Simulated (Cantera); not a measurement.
A Cantera script and what it prints.

```python
import numpy as np
import cantera as ct

gas_names = """
    CL CLO CL2 H HCL HOCL HO2 H2 H2O H2O2 Mg MgCL MgCL2 MgH MgO MgOH MgO2H2 Mg2 O OH O2 O3
""".split()
cond_names = """
    H2O(s) H2O(L) Mg(cr) Mg(L) MgCL2(s) MgCL2(L) MgO(s) MgO(L) MgO2H2(s)
""".split()


def load(file, names, dense=False):
    # The tables refer to 1 bar. Condensed volumes are neglected.
    table = {s.name: s for s in ct.Species.list_from_file(file)}
    out = []
    for n in names:
        d = dict(table[n].input_data)
        d["thermo"] = dict(d["thermo"], **{"reference-pressure": 1e5})
        if dense:
            d["equation-of-state"] = {"model": "constant-volume", "density": "1e6 g/cm^3"}
        out.append(ct.Species.from_dict(d))
    return out


gas = ct.Solution(thermo="ideal-gas", species=load("nasa_gas.yaml", gas_names))
cond = {s.name: ct.Solution(thermo="fixed-stoichiometry", species=[s], name=s.name)
        for s in load("nasa_condensed.yaml", cond_names, dense=True)}
atoms = {
    'MgO': {'Mg': 1, 'O': 1},
    'Cl2': {'CL': 2},
    'H2': {'H': 2},
}
top_T = {}  # K; cautious upper limits of use, not melting points


def equilibrate(T, P, feed):
    n = {}
    for name, mol in feed.items():
        for a, k in atoms[name].items():
            n[a] = n.get(a, 0.0) + k * mol
    gas.TPX = T, P, n
    mass = sum(n.values()) * gas.mean_molecular_weight
    gas.equilibrate("TP")
    valid = [c for c in cond.values() if c.min_temp <= T <= top_T.get(c.name, c.max_temp)]
    mix = ct.Mixture([(gas, mass / gas.mean_molecular_weight)] + [(c, 0.0) for c in valid])
    mix.T, mix.P = T, P
    mix.equilibrate("TP", solver="vcs", rtol=1e-11, max_steps=5000)
    return mix


results = []
feed = {'MgO': 1, 'Cl2': 0.2, 'H2': 0.97}  # mol
T = 1000  # K
P = 89000  # Pa
mix = equilibrate(T, P, feed)
results.append((T, P, feed, dict(zip(mix.species_names, mix.species_moles))))
x = sorted(zip(gas.X, gas.species_names), reverse=True)
print(f"T = {T:g} K  P = {P:g} Pa  gas = {mix.phase_moles(0):.4g} mol")
print("   x: " + "  ".join(f"{s} {v:.3e}" for v, s in x if v > 0.001))
print("   condensed (mol): " + ("  ".join(f"{mix.phase(i).name} {mix.phase_moles(i):.4g}"
      for i in range(1, mix.n_phases) if mix.phase_moles(i) > 1e-12) or "none"))
```

Output:

```
T = 1000 K  P = 89000 Pa  gas = 1.159 mol
   x: H2 6.641e-01  HCL 3.264e-01  H2O 9.291e-03
   condensed (mol): MgCL2(L) 0.01053  MgO(s) 0.9892
```

These are equilibrium values from Cantera (NASA tables, ideal gas, pure condensed phases), not measurements of a reactor.
